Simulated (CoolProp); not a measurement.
A single-stage vapour-compression cycle with propylene: evaporating at 255.15 K (dew point), condensing at 287.15 K (bubble point), superheat 10 K, subcooling 5 K, compressor efficiency 0.9, no pressure losses. Each further row changes one setting.

Model: reference Helmholtz-energy equation of state, Lemmon 2013, in CoolProp.

```tsv
case	cooling COP	pressure ratio	discharge temperature (K)	refrigerating effect (kJ/kg)	volumetric capacity (kJ/m³)
as stated	6.39	2.65	309.8	353	2380
evaporating temperature 260.15 K	[?]	2.24	307.4	[?]	2830
condensing temperature 282.15 K	7.75	[?]	[?]	365	2460
subcooling 10 K	6.62	2.65	309.8	365	2460
superheat 20 K	[?]	2.65	319.9	368	2370
compressor efficiency 0.8	5.68	2.65	[?]	353	2380
```

Task: What belongs in the gaps?

Result: 
- evaporating temperature 260.15 K, cooling COP: 7.86
- evaporating temperature 260.15 K, refrigerating effect (kJ/kg): 358
- condensing temperature 282.15 K, pressure ratio: 2.31
- condensing temperature 282.15 K, discharge temperature (K): 303.2
- superheat 20 K, cooling COP: 6.37
- compressor efficiency 0.8, discharge temperature (K): 313.6
